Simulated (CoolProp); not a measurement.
Ethane along the isobar 3.23 MPa: density (kg/m³) from the reference equation and from simpler models built on Tc = 305.3 K, pc = 4.872 MPa, ω = 0.099; each cubic takes its own stable root.

Values from CoolProp's reference Helmholtz-energy equation of state, Bücker 2006.

| T (K) | phase | reference | van der Waals | Peng-Robinson |
|---|---|---|---|---|
| 298.1 | gas | 57.09 | 53.72 | 58.74 |
| 324.1 | gas | 45.90 | 45.21 | 47.15 |
| 350.1 | gas | 39.63 | 39.67 | 40.54 |
| 376.2 | gas | 35.29 | 35.59 | 35.96 |
| 402.2 | gas | 32.03 | 32.43 | 32.54 |
| 428.2 | gas | 29.44 | 29.86 | 29.83 |
| 454.2 | gas | 27.30 | 27.72 | 27.61 |
| 480.2 | gas | 25.50 | 25.90 | 25.75 |
| 506.2 | gas | 23.95 | 24.33 | 24.15 |
| 532.2 | gas | 22.60 | 22.96 | 22.77 |
| 558.2 | gas | 21.41 | 21.74 | 21.55 |
